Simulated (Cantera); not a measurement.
Input: 1 mol FeS, 0.89 mol H2, 1.8 mol N2, held at 1925 K and 0.578 Torr.

These are equilibrium values from Cantera (NASA tables, ideal gas, pure condensed phases), not measurements of a reactor. Candidate condensed phases: Fe, FeS, FeS2, S; 16 gas species. Kinetics and transport are ignored.

Base state: N2 0.443, H2 0.205, Fe 0.197, S2 0.107, S 0.0225, H 0.0156, SH 0.00890, H2S 0.00136 (mole fractions); condensed: Fe(l).

### Question
What changes in the equilibrium state with this change: N2 from 1.8 to 26 mol?

### Answer
```csv
species,before,after
N2,0.443,0.910
Fe,0.197,0.0350
H2,0.205,0.0276
S2,0.107,0.0130
S,0.0225,0.00784
H,0.0156,0.00573
H2S,0.00136,6.38e-5
SH,0.00890,0.00114
"Fe(l), mol",0.199,0
```
